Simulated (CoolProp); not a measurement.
Isohexane at several states: Z from the reference equation and from simpler models built on Tc = 224.6 °C, pc = 3.043 MPa, ω = 0.280; each cubic takes its own stable root.

Computed with CoolProp (reference Helmholtz-energy equation of state, Lemmon 2006). It is a short technical equation, of lower accuracy than the large ones.

```csv
T (°C),p (MPa),phase,reference
26.55,0.652,liquid,0.03481
54.45,0.0679,gas,0.9659
154.35,0.188,gas,0.9629
161.95,5,liquid,0.2322
85.25,0.223,liquid,0.01094
```

Q: How far does each simpler model (van der Waals, Peng-Robinson) lie from the reference over these 5 states: mean and median of the absolute difference, and the worst?

A: 
- van der Waals: mean 1743.0 %, median 55.0 %, worst +8592.0 % at 85.25 °C and 0.223 MPa
- Peng-Robinson: mean 1.7 %, median 1.3 %, worst -3.5 % at 26.55 °C and 0.652 MPa

At some of these states van der Waals gives the other phase, because its saturation line lies elsewhere.
